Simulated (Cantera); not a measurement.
Cantera run:

```python
import numpy as np
import cantera as ct

gas_names = """
    B BN BO BO2 B2 B2O B2O2 B2O3 N NO NO2 NO3 N2 N2O O O2 O3
""".split()
cond_names = """
    B(b) B(L) BN(s) B2O3(L)
""".split()


def load(file, names, dense=False):
    # The tables refer to 1 bar. Condensed volumes are neglected.
    table = {s.name: s for s in ct.Species.list_from_file(file)}
    out = []
    for n in names:
        d = dict(table[n].input_data)
        d["thermo"] = dict(d["thermo"], **{"reference-pressure": 1e5})
        if dense:
            d["equation-of-state"] = {"model": "constant-volume", "density": "1e6 g/cm^3"}
        out.append(ct.Species.from_dict(d))
    return out


gas = ct.Solution(thermo="ideal-gas", species=load("nasa_gas.yaml", gas_names))
cond = {s.name: ct.Solution(thermo="fixed-stoichiometry", species=[s], name=s.name)
        for s in load("nasa_condensed.yaml", cond_names, dense=True)}
atoms = {
    'BN': {'B': 1, 'N': 1},
    'O2': {'O': 2},
    'N2': {'N': 2},
}
top_T = {'BN(s)': 3200}  # K; cautious upper limits of use, not melting points


def equilibrate(T, P, feed):
    n = {}
    for name, mol in feed.items():
        for a, k in atoms[name].items():
            n[a] = n.get(a, 0.0) + k * mol
    gas.TPX = T, P, n
    mass = sum(n.values()) * gas.mean_molecular_weight
    gas.equilibrate("TP")
    valid = [c for c in cond.values() if c.min_temp <= T <= top_T.get(c.name, c.max_temp)]
    mix = ct.Mixture([(gas, mass / gas.mean_molecular_weight)] + [(c, 0.0) for c in valid])
    mix.T, mix.P = T, P
    mix.equilibrate("TP", solver="vcs", rtol=1e-11, max_steps=5000)
    return mix


results = []
feed = {'BN': 1, 'O2': 1.1, 'N2': 1.3}  # mol
T = 1950  # K
P = 670  # Pa
mix = equilibrate(T, P, feed)
results.append((T, P, feed, dict(zip(mix.species_names, mix.species_moles))))
x = sorted(zip(gas.X, gas.species_names), reverse=True)
print(f"T = {T:g} K  P = {P:g} Pa  gas = {mix.phase_moles(0):.4g} mol")
print("   x: " + "  ".join(f"{s} {v:.3e}" for v, s in x if v > 1e-06))
print("   condensed (mol): " + ("  ".join(f"{mix.phase(i).name} {mix.phase_moles(i):.4g}"
      for i in range(1, mix.n_phases) if mix.phase_moles(i) > 1e-12) or "none"))
```

It prints:

```
T = 1950 K  P = 670 Pa  gas = 2.669 mol
   x: N2 6.720e-01  B2O3 1.747e-01  O2 1.216e-01  BO2 2.500e-02  NO 4.674e-03  O 1.923e-03  BO 1.106e-04
   condensed (mol): none
```

These are equilibrium values from Cantera (NASA tables, ideal gas, pure condensed phases), not measurements of a reactor.
